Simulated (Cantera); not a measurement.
# B2O3 + HCl + H2 (oxide etching and cleaning by halides)

Feed: 1 mol B2O3, 11 mol HCl, 16 mol H2, held at 428 Torr.

These are equilibrium values from Cantera (NASA tables, ideal gas, pure condensed phases), not measurements of a reactor. Candidate condensed phases: B, B2O3, B3O3H3, H2O; 33 gas species. The tables' values for BOCl, BCl2, BCl are old estimates; treat these amounts as uncertain. Gases not in the tables: H3BO3, BHCl2. The numbers say what is thermodynamically allowed, not how fast it happens.

```
T (K)   x H2  x HCl    x HBO2     x HBO    x B2O3    x BOCl     x H2O  n B2O3(l)
-----  -----  -----  --------  --------  --------  --------  --------  ---------
775    0.593  0.407  3.01e-10    <1e-12    <1e-12  3.54e-12   1.71e-5      1.000
925    0.593  0.407   5.06e-8  7.47e-10    <1e-12   1.82e-9   6.42e-5      0.999
1075   0.593  0.407   1.91e-6   9.32e-8  1.64e-10   1.57e-7  0.000164      0.998
1225   0.593  0.407   2.81e-5   3.45e-6   3.59e-8   4.45e-6  0.000325      0.995
1375   0.593  0.406  0.000221   5.69e-5   2.31e-6   5.98e-5  0.000539      0.987
1525   0.592  0.405   0.00114  0.000524   6.29e-5  0.000469  0.000821      0.957
1675   0.586  0.401   0.00467   0.00293  0.000921   0.00230   0.00135      0.825
1825   0.565  0.387    0.0165    0.0107   0.00847   0.00758   0.00248      0.249
```
x: gas mole fraction; n: condensed amount in mol.

From 775 K to 1825 K the condensed part is B2O3(l). The share of B in condensed phases is highest at 775 K (100.0 %) and lowest at 1825 K (24.9 %).
